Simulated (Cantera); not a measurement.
A perfectly stirred reactor is fed with CH4 : O2 : N2 : H2O = 1 : 1.82 : 6.36 : 0.16 (molar parts), equivalence ratio 1.1, at 0.300 bar; it is adiabatic with a 800 K inlet, and is followed from long to short residence time, starting on the burning branch (τ in s: 0.05, 0.021, 0.0091, 0.0039, 0.0017, 0.00071, 0.0003, 0.00013, 5.6e-05, 2.4e-05, 1e-05).

Cantera simulation using GRI-Mech 3.0 (53 species, 325 reactions); the numbers are that mechanism's predictions, not measurements.

x: mole fraction; the columns are a selection and need not sum to one.

```json
[
 {"τ (s)": "0.050", "T (K)": "2405", "x CH4": "5.25e-6", "x O2": "0.00809", "x H2O": "0.194", "x CO": "0.0393", "x CO2": "0.0637", "x C2H2": "7.73e-10"},
 {"τ (s)": "0.021", "T (K)": "2374", "x CH4": "1.10e-5", "x O2": "0.00948", "x H2O": "0.192", "x CO": "0.0405", "x CO2": "0.0622", "x C2H2": "[?]"},
 {"τ (s)": "0.0091", "T (K)": "2327", "x CH4": "2.16e-5", "x O2": "0.0114", "x H2O": "0.188", "x CO": "0.0422", "x CO2": "0.0602", "x C2H2": "[?]"},
 {"τ (s)": "0.0039", "T (K)": "2267", "x CH4": "4.35e-5", "x O2": "0.0136", "x H2O": "0.183", "x CO": "0.0441", "x CO2": "0.0577", "x C2H2": "[?]"},
 {"τ (s)": "0.0017", "T (K)": "2208", "x CH4": "8.99e-5", "x O2": "0.0158", "x H2O": "0.178", "x CO": "0.0459", "x CO2": "0.0554", "x C2H2": "[?]"},
 {"τ (s)": "0.00071", "T (K)": "2152", "x CH4": "0.000205", "x O2": "0.0183", "x H2O": "0.174", "x CO": "0.0480", "x CO2": "0.0526", "x C2H2": "[?]"},
 {"τ (s)": "0.00030", "T (K)": "2105", "x CH4": "0.000503", "x O2": "0.0217", "x H2O": "0.172", "x CO": "0.0514", "x CO2": "0.0485", "x C2H2": "[?]"},
 {"τ (s)": "0.00013", "T (K)": "2046", "x CH4": "0.00142", "x O2": "0.0292", "x H2O": "0.169", "x CO": "0.0581", "x CO2": "0.0399", "x C2H2": "[?]"},
 {"τ (s)": "5.6e-5", "T (K)": "800", "x CH4": "0.107", "x O2": "0.195", "x H2O": "0.0171", "x CO": "<1e-12", "x CO2": "<1e-12", "x C2H2": "<1e-12"},
 {"τ (s)": "2.4e-5", "T (K)": "800", "x CH4": "0.107", "x O2": "0.195", "x H2O": "0.0171", "x CO": "<1e-12", "x CO2": "<1e-12", "x C2H2": "<1e-12"},
 {"τ (s)": "1.0e-5", "T (K)": "800", "x CH4": "0.107", "x O2": "0.195", "x H2O": "0.0171", "x CO": "<1e-12", "x CO2": "<1e-12", "x C2H2": "<1e-12"}
]
```

**Question.** Fill in the missing entries.

**Answer.** 
- 0.021, x C2H2: 2.55e-9
- 0.0091, x C2H2: 7.08e-9
- 0.0039, x C2H2: 1.98e-8
- 0.0017, x C2H2: 6.15e-8
- 0.00071, x C2H2: 2.46e-7
- 0.00030, x C2H2: 1.22e-6
- 0.00013, x C2H2: 8.38e-6
